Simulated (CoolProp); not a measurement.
Properties of oxygen along the isotherm -104.95 °C (Tc = -118.6 °C, pc = 5.046 MPa, ω = 0.022).

Model: reference Helmholtz-energy equation of state, Schmidt 1985, in CoolProp.

```json
[
 {"p (MPa)": "0.0798", "phase": "gas", "density (kg/m³)": "1.833", "isothermal compressibility (1/MPa)": "12.58", "conductivity (mW/(m K))": "15.4", "Prandtl number": "0.749", "fugacity coefficient": "0.9959"},
 {"p (MPa)": "0.12", "phase": "gas", "density (kg/m³)": "2.763", "isothermal compressibility (1/MPa)": "8.385", "conductivity (mW/(m K))": "15.4", "Prandtl number": "___", "fugacity coefficient": "0.9939"},
 {"p (MPa)": "0.182", "phase": "gas", "density (kg/m³)": "4.204", "isothermal compressibility (1/MPa)": "5.547", "conductivity (mW/(m K))": "15.5", "Prandtl number": "0.753", "fugacity coefficient": "0.9907"},
 {"p (MPa)": "0.274", "phase": "gas", "density (kg/m³)": "6.360", "isothermal compressibility (1/MPa)": "3.703", "conductivity (mW/(m K))": "15.6", "Prandtl number": "0.756", "fugacity coefficient": "0.9860"},
 {"p (MPa)": "0.413", "phase": "gas", "density (kg/m³)": "9.657", "isothermal compressibility (1/MPa)": "2.475", "conductivity (mW/(m K))": "15.7", "Prandtl number": "___", "fugacity coefficient": "0.9789"},
 {"p (MPa)": "0.623", "phase": "gas", "density (kg/m³)": "___", "isothermal compressibility (1/MPa)": "1.660", "conductivity (mW/(m K))": "15.9", "Prandtl number": "0.769", "fugacity coefficient": "___"},
 {"p (MPa)": "0.941", "phase": "gas", "density (kg/m³)": "22.66", "isothermal compressibility (1/MPa)": "___", "conductivity (mW/(m K))": "___", "Prandtl number": "0.782", "fugacity coefficient": "0.9522"},
 {"p (MPa)": "1.42", "phase": "gas", "density (kg/m³)": "35.18", "isothermal compressibility (1/MPa)": "0.7656", "conductivity (mW/(m K))": "16.6", "Prandtl number": "0.804", "fugacity coefficient": "0.9282"},
 {"p (MPa)": "2.14", "phase": "gas", "density (kg/m³)": "55.54", "isothermal compressibility (1/MPa)": "0.5355", "conductivity (mW/(m K))": "17.5", "Prandtl number": "0.846", "fugacity coefficient": "0.8924"},
 {"p (MPa)": "3.23", "phase": "gas", "density (kg/m³)": "90.96", "isothermal compressibility (1/MPa)": "0.3919", "conductivity (mW/(m K))": "19.0", "Prandtl number": "0.936", "fugacity coefficient": "0.8390"},
 {"p (MPa)": "4.87", "phase": "gas", "density (kg/m³)": "161.3", "isothermal compressibility (1/MPa)": "0.3251", "conductivity (mW/(m K))": "23.0", "Prandtl number": "1.21", "fugacity coefficient": "0.7596"},
 {"p (MPa)": "7.35", "phase": "supercritical", "density (kg/m³)": "378.0", "isothermal compressibility (1/MPa)": "0.3546", "conductivity (mW/(m K))": "40.6", "Prandtl number": "2.98", "fugacity coefficient": "0.6396"},
 {"p (MPa)": "11.1", "phase": "supercritical", "density (kg/m³)": "645.6", "isothermal compressibility (1/MPa)": "0.04791", "conductivity (mW/(m K))": "59.7", "Prandtl number": "1.99", "fugacity coefficient": "0.4969"},
 {"p (MPa)": "16.7", "phase": "supercritical", "density (kg/m³)": "752.4", "isothermal compressibility (1/MPa)": "0.01689", "conductivity (mW/(m K))": "71.2", "Prandtl number": "1.54", "fugacity coefficient": "0.3961"},
 {"p (MPa)": "25.2", "phase": "supercritical", "density (kg/m³)": "831.3", "isothermal compressibility (1/MPa)": "0.008501", "conductivity (mW/(m K))": "83.5", "Prandtl number": "1.37", "fugacity coefficient": "0.3352"}
]
```

Problem. Some entries are withheld; supply them.

Solution. 
- 0.12, Prandtl number: 0.751
- 0.413, Prandtl number: 0.761
- 0.623, density (kg/m³): 14.74
- 0.623, fugacity coefficient: 0.9683
- 0.941, isothermal compressibility (1/MPa): 1.120
- 0.941, conductivity (mW/(m K)): 16.2

Viscosity comes from a separate model (Lemmon 2004). Thermal conductivity comes from a separate model (Lemmon 2004).
